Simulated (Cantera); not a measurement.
An isothermal, constant-pressure homogeneous reactor starts with NH3 : H2 = 1 : 2.6 (molar parts), at 2100 K and 0.0760 atm. Integrator tolerance rtol = 1e-08.

Computed with Cantera and the gas-phase N/H chemistry of the illustrative SiF4/NH3 mechanism in the Surface Chemkin manual (1991). Walls and surfaces, which speed up NH3 decomposition in real reactors, are not modelled.

Problem. What does this change do: temperature 2100 to 1400 K?

Solution. 
| quantity | before | after |
|---|---|---|
| x(NH3) at 6.00 s | 3.99e-6 (gas-phase equilibrium 3.59e-7) | 0.277 (gas-phase equilibrium 1.80e-6) |
| x(H2) at 6.00 s | 0.881 (gas-phase equilibrium 0.881) | 0.722 (gas-phase equilibrium 0.891) |
| x(N2) at 6.00 s | 0.108 (gas-phase equilibrium 0.108) | 0.000162 (gas-phase equilibrium 0.109) |
| x(N2H2) at 6.00 s | <1e-12 (gas-phase equilibrium <1e-12) | 2.47e-8 (gas-phase equilibrium <1e-12) |
| x(N) at 6.00 s | 4.68e-8 (gas-phase equilibrium 4.21e-9) | 3.71e-10 (gas-phase equilibrium <1e-12) |
